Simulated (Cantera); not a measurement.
Cantera run, input and output.

```python
import numpy as np
import cantera as ct

gas = ct.Solution("SiF4_NH3_mec.yaml", "gas")
gas.TPX = 2348, 1700, {'NH3': 1, 'H2': 0.71}
reactor = ct.IdealGasConstPressureReactor(gas, energy="off", clone=False)
net = ct.ReactorNet([reactor])
net.rtol, net.atol = 1e-08, 1e-18
show = ['NH3', 'H2', 'N2', 'N2H4', 'N']
times = np.geomspace(0.0001, 1, 11)

steps = ct.SolutionArray(gas, extra=["t"])
rows = []
print(f"{'t/s':>10s}{'T/K':>9s}{'P/Pa':>11s}" + "".join(f"{s:>11s}" for s in show))
for t in times:
    while net.time < t:
        t_next = net.step()
        steps.append(gas.state, t=t_next)
    rows.append([np.interp(t, steps.t, y) for y in (steps.T, steps.P, *steps(*show).X.T)])
    print(f"{t:10.3e}{rows[-1][0]:9.1f}{rows[-1][1]:11.4g}" + "".join(f"{x:11.3e}" for x in rows[-1][2:]))
rate = np.gradient(steps.T, steps.t)
print("integrator steps:", len(steps.t))
if steps.T.max() > steps.T[0] + 200:
    print(f"time of steepest temperature rise: {steps.t[rate.argmax()]:.4e} s")
gas.TPX = 2348, 1700, {'NH3': 1, 'H2': 0.71}
gas.equilibrate("TP")
print(f"equilibrium (TP): T = {gas.T:.1f} K  " + "  ".join(f"{s} {gas[s].X[0]:.3e}" for s in show))
```

Result:

```
       t/s      T/K       P/Pa        NH3         H2         N2       N2H4          N
 1.000e-04   2348.0       1700  5.842e-01  4.153e-01  6.201e-08  1.304e-10  1.030e-08
 2.512e-04   2348.0       1700  5.833e-01  4.154e-01  3.441e-06  8.109e-10  2.057e-07
 6.310e-04   2348.0       1700  5.808e-01  4.159e-01  1.381e-04  4.368e-09  2.493e-06
 1.585e-03   2348.0       1700  5.722e-01  4.207e-01  2.175e-03  1.068e-08  8.809e-06
 3.981e-03   2348.0       1700  5.477e-01  4.373e-01  9.864e-03  1.076e-08  9.883e-06
 1.000e-02   2348.0       1700  4.919e-01  4.756e-01  2.760e-02  9.191e-09  1.028e-05
 2.512e-02   2348.0       1700  3.811e-01  5.516e-01  6.279e-02  6.369e-09  1.096e-05
 6.310e-02   2348.0       1700  2.146e-01  6.656e-01  1.157e-01  2.841e-09  1.172e-05
 1.585e-01   2348.0       1700  6.192e-02  7.696e-01  1.643e-01  5.131e-10  1.209e-05
 3.981e-01   2348.0       1700  1.923e-03  8.040e-01  1.828e-01  5.236e-12  1.388e-05
 1.000e+00   2348.0       1700  2.024e-06  7.688e-01  1.798e-01  1.333e-16  1.663e-06
integrator steps: 1531
equilibrium (TP): T = 2348.0 K  NH3 5.632e-08  H2 7.410e-01  N2 1.769e-01  N2H4 2.881e-19  N 2.097e-07
```

Cantera simulation using the gas-phase N/H chemistry of the illustrative SiF4/NH3 mechanism in the Surface Chemkin manual (1991); the numbers are that mechanism's predictions, not measurements. Walls and surfaces, which speed up NH3 decomposition in real reactors, are not modelled.
